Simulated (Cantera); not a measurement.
# Premixed flame

A freely propagating, adiabatic, planar premixed flame of H2 : O2 : N2 = 1 : 0.877 : 3.3 (molar parts), equivalence ratio 0.57, unburnt at 350 K and 2.47 atm; mixture-averaged transport, grid criteria slope 0.08 and curve 0.16, no radiation.

Computed with Cantera and the H2/O2 subset of GRI-Mech 3.0, which has no nitrogen chemistry. The hydrogen kinetics of GRI-Mech 3.0 are dated; newer H2 mechanisms differ, most at raised pressure. Burning velocities carry a grid error of a few per cent, more on coarse grids. Lean hydrogen flames are cellular in practice and burn faster than this planar one.

```json
[
 {"z (mm)": "-0.490", "T (K)": "350", "u (m/s)": "0.611", "x H2": "0.191", "x O2": "0.170", "x OH": "<1e-8", "x H2O": "1.48e-5", "x O": "<1e-8", "x HO2": "3.49e-8"},
 {"z (mm)": "-0.327", "T (K)": "352", "u (m/s)": "0.610", "x H2": "0.184", "x O2": "0.171", "x OH": "<1e-8", "x H2O": "0.000138", "x O": "<1e-8", "x HO2": "3.68e-7"},
 {"z (mm)": "-0.245", "T (K)": "358", "u (m/s)": "0.613", "x H2": "0.174", "x O2": "0.173", "x OH": "<1e-8", "x H2O": "0.000623", "x O": "<1e-8", "x HO2": "1.90e-6"},
 {"z (mm)": "-0.163", "T (K)": "392", "u (m/s)": "0.654", "x H2": "0.150", "x O2": "0.177", "x OH": "<1e-8", "x H2O": "0.00460", "x O": "4.53e-8", "x HO2": "1.94e-5"},
 {"z (mm)": "-0.0817", "T (K)": "636", "u (m/s)": "1.02", "x H2": "0.0965", "x O2": "0.171", "x OH": "2.00e-5", "x H2O": "0.0400", "x O": "8.55e-6", "x HO2": "0.000375"},
 {"z (mm)": "-0.0409", "T (K)": "960", "u (m/s)": "1.52", "x H2": "0.0623", "x O2": "0.151", "x OH": "0.000377", "x H2O": "0.0868", "x O": "0.000226", "x HO2": "0.000415"},
 {"z (mm)": "0", "T (K)": "1280", "u (m/s)": "2.02", "x H2": "0.0320", "x O2": "0.122", "x OH": "0.00161", "x H2O": "0.138", "x O": "0.00144", "x HO2": "0.000222"},
 {"z (mm)": "0.0409", "T (K)": "1485", "u (m/s)": "2.35", "x H2": "0.0138", "x O2": "0.101", "x OH": "0.00355", "x H2O": "0.172", "x O": "0.00266", "x HO2": "0.000130"},
 {"z (mm)": "0.0817", "T (K)": "1597", "u (m/s)": "2.52", "x H2": "0.00633", "x O2": "0.0915", "x OH": "0.00464", "x H2O": "0.187", "x O": "0.00272", "x HO2": "8.44e-5"},
 {"z (mm)": "0.163", "T (K)": "1693", "u (m/s)": "2.67", "x H2": "0.00232", "x O2": "0.0868", "x OH": "0.00444", "x H2O": "0.197", "x O": "0.00168", "x HO2": "4.28e-5"},
 {"z (mm)": "0.327", "T (K)": "1745", "u (m/s)": "2.75", "x H2": "0.000731", "x O2": "0.0861", "x OH": "0.00288", "x H2O": "0.202", "x O": "0.000582", "x HO2": "1.54e-5"},
 {"z (mm)": "0.654", "T (K)": "1763", "u (m/s)": "2.77", "x H2": "0.000178", "x O2": "0.0862", "x OH": "0.00151", "x H2O": "0.204", "x O": "0.000148", "x HO2": "4.31e-6"},
 {"z (mm)": "1.31", "T (K)": "1768", "u (m/s)": "2.78", "x H2": "4.98e-5", "x O2": "0.0864", "x OH": "0.000842", "x H2O": "0.204", "x O": "4.47e-5", "x HO2": "1.56e-6"}
]
```
x: mole fraction of selected species; z is measured from the peak of heat release.

```json
{
 "laminar_burning_velocity": "61.2 cm/s",
 "thermal_thickness": "0.163 mm",
 "peak x(OH)": "0.00479",
 "peak x(O)": "0.00282",
 "peak x(HO2)": "0.000491",
 "grid_points": "105"
}
```
